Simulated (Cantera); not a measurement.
Input: 1 mol Hg, 0.14 mol H2, equilibrated at 1 atm.

Method: chemical equilibrium by Gibbs-energy minimisation in Cantera with the NASA 1993 tables (ideal gas, pure condensed phases). Candidate condensed phases: Hg; 3 gas species. The numbers say what is thermodynamically allowed, not how fast it happens. All values below are at 750 °C.

Base state: Hg 0.877, H2 0.123 (mole fractions); condensed: gas only.

Question: What changes in the equilibrium state with this change: Hg replaced by PbO?

Answer: 
```
species           before     after
----------------  ------  --------
H2O                    0     1.000
H2                 0.123  0.000160
Pb                     0   2.63e-5
Hg                 0.877         0
Pb(l), mol             0     0.140
PbO(yellow), mol       0     0.860
```
Mutual solubility and eutectic melting of coexisting phases are not modelled. Further candidate phases: H2O, Pb, PbO, PbO2, Pb3O4.
